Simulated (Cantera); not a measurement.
An adiabatic, constant-pressure homogeneous reactor starts with CH4 : H2 : O2 : N2 = 1 : 1.3 : 2.04 : 14.7 (molar parts), equivalence ratio 1.3, at 1750 K and 6.71 atm. Integrator tolerance rtol = 1e-08.

Cantera simulation using GRI-Mech 3.0 (53 species, 325 reactions); the numbers are that mechanism's predictions, not measurements.

**Question.** What does this change do: 0.13 parts C2H6 added?

**Answer.** 
```json
[
 {"quantity": "time of steepest temperature rise", "before": "12.1 µs", "after": "9.67 µs"},
 {"quantity": "temperature at 2.00 s", "before": "2743 K", "after": "2688 K"},
 {"quantity": "equilibrium temperature", "before": "2743 K", "after": "2688 K"},
 {"quantity": "x(CH4) at 2.00 s", "before": "<1e-12 (gas-phase equilibrium <1e-12)", "after": "5.85e-12 (gas-phase equilibrium 6.65e-12)"},
 {"quantity": "x(H2) at 2.00 s", "before": "0.0343 (gas-phase equilibrium 0.0343)", "after": "0.0592 (gas-phase equilibrium 0.0592)"},
 {"quantity": "x(O2) at 2.00 s", "before": "0.000683 (gas-phase equilibrium 0.000683)", "after": "0.000126 (gas-phase equilibrium 0.000126)"},
 {"quantity": "x(CH3) at 2.00 s", "before": "1.37e-12 (gas-phase equilibrium 1.60e-12)", "after": "8.61e-12 (gas-phase equilibrium 9.80e-12)"},
 {"quantity": "x(H) at 2.00 s", "before": "0.00477 (gas-phase equilibrium 0.00477)", "after": "0.00511 (gas-phase equilibrium 0.00511)"},
 {"quantity": "x(HO2) at 2.00 s", "before": "6.46e-7 (gas-phase equilibrium 6.46e-7)", "after": "1.55e-7 (gas-phase equilibrium 1.55e-7)"},
 {"quantity": "x(HCN) at 2.00 s", "before": "1.95e-8 (gas-phase equilibrium 1.95e-8)", "after": "6.87e-8 (gas-phase equilibrium 6.87e-8)"}
]
```
